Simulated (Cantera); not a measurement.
Charge: 1 mol Si, 1.3 mol Br₂, 24 mol H₂, at 15.0 mbar.

Equilibrium computed with Cantera from the NASA thermochemical tables; the gas is ideal and each condensed phase is pure. Candidate condensed phases: Br₂, Si; 19 gas species. The tables' values for SiBr₃ are old estimates; treat these amounts as uncertain. Rates play no part.

x: gas mole fraction; n: condensed amount in mol.

```
T (K)   x H₂     x HBr  x SiBr₄   x SiBr₂  x SiHBr₃   x SiBr₃     n Si(s)
-----  -----  --------  -------  --------  --------  --------  ----------
598    0.973  0.000233   0.0253   1.04e-8   0.00140   7.76e-8       0.342
648    0.973  0.000646   0.0250   1.12e-7   0.00153   4.17e-7       0.344
698    0.972   0.00154   0.0247   8.51e-7   0.00164   1.75e-6       0.349
748    0.971   0.00325   0.0242   4.88e-6   0.00172   5.98e-6       0.359
798    0.969   0.00620   0.0234   2.22e-5   0.00177   1.73e-5       0.376
848    0.965    0.0109   0.0221   8.30e-5   0.00178   4.33e-5       0.404
898    0.960    0.0177   0.0203  0.000262   0.00174   9.50e-5  (withheld)
948    0.953    0.0269   0.0177  0.000711   0.00162  0.000183  (withheld)
998    0.944    0.0382   0.0144   0.00166   0.00143  0.000309  (withheld)
1048   0.934    0.0508   0.0104   0.00335   0.00115  0.000449  (withheld)
```

### Question
Complete the blanks.

### Answer

- 898, n Si(s): 0.444
- 948, n Si(s): 0.496
- 998, n Si(s): 0.556
- 1048, n Si(s): 0.615
